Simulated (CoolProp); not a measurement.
Octamethylcyclotetrasiloxane (D4) along the isotherm 346.85 °C: fugacity coefficient from the reference equation and from simpler models built on Tc = 313.4 °C, pc = 1347 kPa, ω = 0.598; each cubic takes its own stable root.

Model: reference Helmholtz-energy equation of state, Thol 2015, in CoolProp.

```
p (kPa)          phase   reference  van der Waals  Soave-Redlich-Kwong  Peng-Robinson
-------  -------------  ----------  -------------  -------------------  -------------
42.6               gas      0.9910         0.9918               0.9914         0.9903
64.3               gas      0.9865         0.9876               0.9871         0.9854
97                 gas      0.9796         0.9814               0.9805         0.9780
146                gas      0.9694     (withheld)               0.9707         0.9669
221                gas      0.9539         0.9576           (withheld)         0.9502
333                gas      0.9308         0.9363               0.9339         0.9256
502                gas  (withheld)         0.9042               0.9010         0.8892
758                gas      0.8451         0.8555               0.8522     (withheld)
1140               gas      0.7702         0.7823               0.7809         0.7588
1720     supercritical      0.6593         0.6605               0.6750     (withheld)
2600     supercritical      0.5135         0.5149               0.5381         0.5101
3920     supercritical      0.4000         0.4190           (withheld)     (withheld)
5920     supercritical      0.3281         0.3671               0.3622         0.3303
8930     supercritical      0.2924     (withheld)               0.3302         0.2920
13500    supercritical      0.2942         0.4124               0.3384         0.2867
```

### Question
What belongs in the gaps?

### Answer

- 146, van der Waals: 0.9720
- 221, Soave-Redlich-Kwong: 0.9559
- 502, reference: 0.8964
- 758, Peng-Robinson: 0.8356
- 1720, Peng-Robinson: 0.6480
- 3920, Soave-Redlich-Kwong: 0.4306
- 3920, Peng-Robinson: 0.4016
- 8930, van der Waals: 0.3591
